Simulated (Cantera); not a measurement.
## Si(CH₃)₄ + C₃H₈ + H₂ (silicon carbide growth)

Charge: 1 mol Si(CH₃)₄, 0.037 mol C₃H₈, 33 mol H₂, held at 0.0133 bar.

These are equilibrium values from Cantera (NASA tables, ideal gas, pure condensed phases), not measurements of a reactor. Candidate condensed phases: C, C₆H₆, C₇H₈, C₈H₁₈, Si, SiC; 87 gas species. Gases not in the tables: Si₂H₆ and higher silanes. Equilibrium is a limit: real reactors are often held back by kinetics, nucleation or transport.

From 750 °C to 1950 °C the condensed part is C(graphite) + SiC(s). At 2100 °C the condensed part is C(graphite).

```csv
T (°C),x H₂,x H,x Si,x C₂H₂ (acetylene),n C(graphite),n SiC(s)
750,0.999,3.58e-8,<1e-12,2.09e-9,3.07,1.00
900,1.000,1.02e-6,<1e-12,6.12e-8,3.10,1.00
1050,1.000,1.37e-5,2.21e-11,8.25e-7,3.11,1.00
1200,1.000,0.000110,2.69e-9,6.50e-6,3.11,1.00
1350,0.999,0.000598,1.33e-7,3.48e-5,3.11,1.000
1500,0.997,0.00246,3.39e-6,0.000140,3.10,1.000
1650,0.991,0.00812,5.19e-5,0.000447,3.08,0.998
1800,0.976,0.0225,0.000532,0.00120,3.04,0.974
1950,0.939,0.0538,0.00397,0.00272,3.05,0.793
2100,0.860,0.112,0.0172,0.00529,3.34,0
```
x: gas mole fraction; n: condensed amount in mol.
